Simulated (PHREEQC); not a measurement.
Make-up at 25 °C: 100 mmol/kgw CdCl2, 0.097 mmol/kgw Na2SO4 and 3.1 mmol/kgw MnSO4. Closed to the air; pH follows from the charge balance.

All values are PHREEQC results (ion-association model, phreeqc.dat), not measurements.

Each row changes one thing in this solution. This is a speciation only: nothing precipitates in the calculation.

| case | pH | ionic strength (mol/kgw) | SO4-2 (mol/kgw) | HSO4- (mol/kgw) |
|---|---|---|---|---|
| as made | 5.40 | 0.131 | 0.00187 | 3.17e-7 |
| 0.0052 mol/kgw NaCl added | 5.41 | 0.135 | 0.00189 | 3.18e-7 |
| MnSO4 left out | 5.39 | 0.122 | 5.84e-5 | 1.06e-8 |
| Na2SO4 from 9.7e-05 to 4.85e-05 mol/kgw | 5.40 | 0.131 | ? | ? |
| Na2SO4 replaced by H2SO4 at the same molality | 3.83 | 0.131 | 0.00186 | ? |
| MnSO4 replaced by Mn(NO3)2 at the same molality | 5.39 | 0.132 | 5.70e-5 | 1.01e-8 |
| CdCl2 replaced by NaCl at the same molality | 6.73 | 0.110 | 0.00258 | 2.16e-8 |
| temperature from 25 to 15 °C | 5.45 | 0.132 | 0.00189 | 2.36e-7 |

Q: Some entries are withheld; supply them.

A: 
- Na2SO4 from 9.7e-05 to 4.85e-05 mol/kgw, SO4-2 (mol/kgw): 0.00184
- Na2SO4 from 9.7e-05 to 4.85e-05 mol/kgw, HSO4- (mol/kgw): 3.13e-7
- Na2SO4 replaced by H2SO4 at the same molality, HSO4- (mol/kgw): 1.19e-5

Complexes and solids missing from the database can't appear.
